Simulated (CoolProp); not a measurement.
Properties of acetone along the isobar 18.5 bar.

The numbers come from the reference Helmholtz-energy equation of state, Lemmon 2006 in CoolProp. It is a short technical equation, of lower accuracy than the large ones.

```csv
T (K),phase,Z,cv (kJ/(kg K)),Joule-Thomson coefficient (K/MPa),isothermal compressibility (1/MPa),fugacity coefficient
314.3,liquid,0.05351,1.577,-0.3201,0.001477,0.03245
335,liquid,0.05182,1.616,___,0.001822,0.06593
355.6,liquid,0.05051,1.658,-0.2298,0.002291,0.1204
376.2,liquid,0.04959,1.703,-0.1640,___,0.2021
396.9,liquid,0.04905,1.750,-0.07337,0.003981,0.3164
417.5,liquid,0.04900,___,0.05914,___,0.4653
438.1,liquid,0.04962,1.856,0.2773,0.008860,___
458.8,gas,0.7223,1.908,21.33,0.8202,___
479.4,gas,0.7785,1.868,16.93,0.7255,0.8150
500,gas,0.8174,1.865,13.93,0.6771,0.8413
```

Fill in the missing entries.


- 335, Joule-Thomson coefficient (K/MPa): -0.2802
- 376.2, isothermal compressibility (1/MPa): 0.002961
- 417.5, cv (kJ/(kg K)): 1.800
- 417.5, isothermal compressibility (1/MPa): 0.005660
- 438.1, fugacity coefficient: 0.6496
- 458.8, fugacity coefficient: 0.7816
